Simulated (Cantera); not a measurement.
A Cantera script and what it prints.

```python
import numpy as np
import cantera as ct

gas_names = """
    C CH CH2 CH3 CH2OH CH3O CH4 CH3OH CN CO CO2 COOH C2 C2H CHCO,ketyl C2H2,acetylene C2H2,vinylidene
    CH2CO,ketene C2H3,vinyl CH3CN CH3CO,acetyl C2H4 C2H4O,ethylen CH3CHO,ethanal CH3COOH (HCOOH)2 C2H5
    C2H6 CH3OCH3 C2H5OH CCN CNC C2N2 C2O C3 C3H3,propargyl C3H4,allene C3H4,propyne C3H4,cyclo-
    C3H5,allyl C3H6,propylene C3H6,cyclo- C3H6O C3H7,n-propyl C3H7,i-propyl C3H8 C3H8O,1propanol
    C3H8O,2propanol C3O2 C4 C4H2 C4H4,1,3-cyclo- C4H6,butadiene C4H6,2-butyne C4H6,cyclo- C4H8,1-butene
    C4H8,cis2-buten C4H8,tr2-butene C4H8,isobutene C4H8,cyclo- (CH3COOH)2 C4H9,n-butyl C4H9,i-butyl
    C4H9,s-butyl C4H9,t-butyl C4H10,isobutane C4H10,n-butane C4N2 C5 C5H6,1,3cyclo- C5H8,cyclo-
    C5H10,1-pentene C5H10,cyclo- C5H11,pentyl C5H11,t-pentyl C5H12,n-pentane C5H12,i-pentane
    CH3C(CH3)2CH3 C6H2 C6H5,phenyl C6H5O,phenoxy C6H6 C6H5OH,phenol C6H10,cyclo- C6H12,1-hexene
    C6H12,cyclo- C6H13,n-hexyl C7H7,benzyl C7H8 C7H8O,cresol C7H14,1-heptene C7H15,n-heptyl
    C7H16,n-heptane C8H8,styrene C8H10,ethylbenz C8H16,1-octene C8H17,n-octyl C8H18,isooctane
    C8H18,n-octane C9H19,n-nonyl C10H8,naphthale C10H21,n-decyl C12H9,o-bipheny C12H10,bipheny H HCN HCO
    HCCN HNC HNCO HNO HNO2 HNO3 HO2 H2 HCHO,formaldehy HCOOH H2O H2O2 N NCO NH NH2 NH3 NH2OH NO NO2 NO3
    N2 N2H2 N2H4 N2O O OH O2 O3 Si SiC SiC2 SiC4H12 SiH SiH2 SiH3 SiH4 SiN SiO SiO2 Si2 Si2C Si2N Si3
""".split()
cond_names = """
    C(gr) C6H6(L) C7H8(L) C8H18(L),n-octa H2O(s) H2O(L) Si(cr) Si(L) SiC(b) SiO2(Lqz) SiO2(hqz) SiO2(L)
    Si2N2O(s) Si3N4(a)
""".split()


def load(file, names, dense=False):
    # The tables refer to 1 bar. Condensed volumes are neglected.
    table = {s.name: s for s in ct.Species.list_from_file(file)}
    out = []
    for n in names:
        d = dict(table[n].input_data)
        d["thermo"] = dict(d["thermo"], **{"reference-pressure": 1e5})
        if dense:
            d["equation-of-state"] = {"model": "constant-volume", "density": "1e6 g/cm^3"}
        out.append(ct.Species.from_dict(d))
    return out


gas = ct.Solution(thermo="ideal-gas", species=load("nasa_gas.yaml", gas_names))
cond = {s.name: ct.Solution(thermo="fixed-stoichiometry", species=[s], name=s.name)
        for s in load("nasa_condensed.yaml", cond_names, dense=True)}
atoms = {
    'SiC': {'Si': 1, 'C': 1},
    'N2O': {'N': 2, 'O': 1},
    'H2': {'H': 2},
    'CO2': {'C': 1, 'O': 2},
}
top_T = {'C(gr)': 4500, 'SiC(b)': 3050, 'Si2N2O(s)': 2100, 'Si3N4(a)': 2400}  # K; cautious upper limits of use, not melting points


def equilibrate(T, P, feed):
    n = {}
    for name, mol in feed.items():
        for a, k in atoms[name].items():
            n[a] = n.get(a, 0.0) + k * mol
    gas.TPX = T, P, n
    mass = sum(n.values()) * gas.mean_molecular_weight
    gas.equilibrate("TP")
    valid = [c for c in cond.values() if c.min_temp <= T <= top_T.get(c.name, c.max_temp)]
    mix = ct.Mixture([(gas, mass / gas.mean_molecular_weight)] + [(c, 0.0) for c in valid])
    mix.T, mix.P = T, P
    mix.equilibrate("TP", solver="vcs", rtol=1e-11, max_steps=5000)
    return mix


results = []
feed = {'SiC': 1, 'N2O': 0.21, 'H2': 500, 'CO2': 0.0003}  # mol
P = 37  # Pa
for T in [1125, 1175, 1225, 1275, 1325, 1375, 1425, 1475, 1525, 1575]:
    mix = equilibrate(T, P, feed)
    results.append((T, P, feed, dict(zip(mix.species_names, mix.species_moles))))
    x = sorted(zip(gas.X, gas.species_names), reverse=True)
    print(f"T = {T:g} K  P = {P:g} Pa  gas = {mix.phase_moles(0):.4g} mol")
    print("   x: " + "  ".join(f"{s} {v:.3e}" for v, s in x if v > 0.001))
    print("   condensed (mol): " + ("  ".join(f"{mix.phase(i).name} {mix.phase_moles(i):.4g}"
          for i in range(1, mix.n_phases) if mix.phase_moles(i) > 1e-12) or "none"))
```

It prints:

```
T = 1125 K  P = 37 Pa  gas = 500.3 mol
   x: H2 9.994e-01
   condensed (mol): SiC(b) 0.8574  Si2N2O(s) 0.07124
T = 1175 K  P = 37 Pa  gas = 500.3 mol
   x: H2 9.994e-01
   condensed (mol): SiC(b) 0.8595  Si2N2O(s) 0.0698
T = 1225 K  P = 37 Pa  gas = 500.3 mol
   x: H2 9.994e-01
   condensed (mol): SiC(b) 0.8623  Si2N2O(s) 0.06476
T = 1275 K  P = 37 Pa  gas = 500.4 mol
   x: H2 9.993e-01
   condensed (mol): SiC(b) 0.8775  Si2N2O(s) 0.03459
T = 1325 K  P = 37 Pa  gas = 500.4 mol
   x: H2 9.991e-01
   condensed (mol): SiC(b) 0.8948
T = 1375 K  P = 37 Pa  gas = 500.5 mol
   x: H2 9.990e-01
   condensed (mol): SiC(b) 0.8947
T = 1425 K  P = 37 Pa  gas = 500.5 mol
   x: H2 9.988e-01
   condensed (mol): SiC(b) 0.8945
T = 1475 K  P = 37 Pa  gas = 500.6 mol
   x: H2 9.985e-01
   condensed (mol): SiC(b) 0.8939
T = 1525 K  P = 37 Pa  gas = 500.7 mol
   x: H2 9.979e-01  H 1.229e-03
   condensed (mol): SiC(b) 0.8921
T = 1575 K  P = 37 Pa  gas = 501 mol
   x: H2 9.970e-01  H 2.157e-03
   condensed (mol): SiC(b) 0.8869
```

These are equilibrium values from Cantera (NASA tables, ideal gas, pure condensed phases), not measurements of a reactor. Mutual solubility and eutectic melting of coexisting phases are not modelled.
